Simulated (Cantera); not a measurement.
Mixture: CH4 : C2H6 : C3H8 : O2 : N2 = 1 : 0.079 : 0.033 : 3.94 : 14.8 (molar parts), at 11.0 bar, adiabatic and at constant volume. Ignition delay is the time to a rise of 400 K.

Cantera simulation using GRI-Mech 3.0 (53 species, 325 reactions); the numbers are that mechanism's predictions, not measurements.

### Question
What does this change do: constant pressure in place of constant volume?

### Answer
| quantity | before | after |
|---|---|---|
| delay at 1175 K | 1.37 ms | 1.44 ms |
| delay at 1225 K | 0.718 ms | 0.762 ms |
| delay at 1275 K | 0.395 ms | 0.421 ms |
| delay at 1325 K | 0.224 ms | 0.241 ms |
| delay at 1375 K | 0.131 ms | 0.143 ms |
| delay at 1425 K | 79.2 µs | 86.6 µs |
| delay at 1475 K | 49.2 µs | 54.2 µs |
| apparent activation energy between 1375 and 1475 K | 170 kJ/mol | 160 kJ/mol |

### Question
What does this change do: N2 14.8 to 11 parts?

### Answer
```tsv
quantity	before	after
delay at 1175 K	1.37 ms	1.15 ms
delay at 1225 K	0.718 ms	0.600 ms
delay at 1275 K	0.395 ms	0.328 ms
delay at 1325 K	0.224 ms	0.186 ms
delay at 1375 K	0.131 ms	0.108 ms
delay at 1425 K	79.2 µs	65.3 µs
delay at 1475 K	49.2 µs	40.5 µs
apparent activation energy between 1375 and 1475 K	170 kJ/mol	170 kJ/mol
```
